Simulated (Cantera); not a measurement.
Charge: 1 mol Si3N4, 26 mol Cl2, 57 mol HCl, held at 0.133 bar.

Equilibrium computed with Cantera from the NASA thermochemical tables; the gas is ideal and each condensed phase is pure. Candidate condensed phases: NH4Cl, Si, Si3N4; 28 gas species. The tables' values for SiCl3 are old estimates; treat these amounts as uncertain. Equilibrium is a limit: real reactors are often held back by kinetics, nucleation or transport.

x: gas mole fraction; nothing condenses.

| T (K) | x HCl | x Cl | x Cl2 | x SiCl4 | x N2 | x SiCl3 | x SiCl2 |
|---|---|---|---|---|---|---|---|
| 1073 | 0.695 | 0.00145 | 0.243 | 0.0366 | 0.0244 | 1.22e-9 | <1e-12 |
| 1148 | 0.694 | 0.00361 | 0.242 | 0.0365 | 0.0243 | 8.74e-9 | <1e-12 |
| 1223 | 0.692 | ? | 0.239 | 0.0364 | 0.0243 | 4.91e-8 | <1e-12 |
| 1298 | 0.690 | 0.0161 | 0.234 | 0.0363 | 0.0242 | 2.26e-7 | 8.41e-12 |
| 1373 | 0.685 | 0.0299 | 0.225 | 0.0360 | 0.0240 | 8.84e-7 | 1.00e-10 |
| 1448 | 0.677 | 0.0513 | 0.212 | 0.0356 | 0.0238 | 3.02e-6 | 9.42e-10 |
| 1523 | 0.667 | 0.0819 | 0.193 | 0.0351 | 0.0234 | 9.27e-6 | 7.31e-9 |
| 1598 | 0.653 | 0.122 | 0.168 | 0.0343 | 0.0229 | 2.60e-5 | 4.89e-8 |
| 1673 | 0.636 | 0.169 | 0.139 | 0.0334 | 0.0223 | 6.84e-5 | 2.92e-7 |
| 1748 | 0.619 | 0.220 | 0.107 | 0.0324 | 0.0217 | 0.000171 | 1.60e-6 |
| 1823 | 0.602 | 0.268 | 0.0774 | 0.0313 | 0.0211 | 0.000410 | 8.30e-6 |
| 1898 | 0.588 | ? | ? | 0.0299 | 0.0206 | 0.000946 | ? |
| 1973 | 0.577 | 0.338 | 0.0345 | 0.0281 | 0.0202 | 0.00207 | 0.000183 |
| 2048 | 0.568 | 0.360 | 0.0222 | 0.0250 | 0.0199 | 0.00414 | 0.000735 |

Q: Fill in the missing entries.

A: 
- 1223, x Cl: 0.00801
- 1898, x Cl: 0.308
- 1898, x Cl2: 0.0528
- 1898, x SiCl2: 4.05e-5
